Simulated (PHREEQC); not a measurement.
Consider water at 57 °C with 0.017 mol/kgw NaOH and 0.0001 mol/kgw K2SiO3. Closed to the air; pH follows from the charge balance.

All values are PHREEQC results (Pitzer model, pitzer.dat), not measurements.

The pH is 11.26 and the ionic strength is 0.0172 mol/kgw. The specific conductance is 7040 µS/cm and the osmotic coefficient is 0.958. The total alkalinity is 17.2 meq/kg.

```csv
species,molality,activity,log γ
OH-,0.0171,0.0149,-0.060
Na+,0.0170,0.0148,-0.060
K+,0.000200,0.000175,-0.059
H3SiO4-,8.89e-5,7.66e-5,-0.065
H2SiO4-2,9.96e-6,5.31e-6,-0.273
H4SiO4,1.14e-6,1.15e-6,0.001
```

No solid was allowed to form. Species that the database lacks are ignored. Constants without temperature data keep their 25 °C values here.
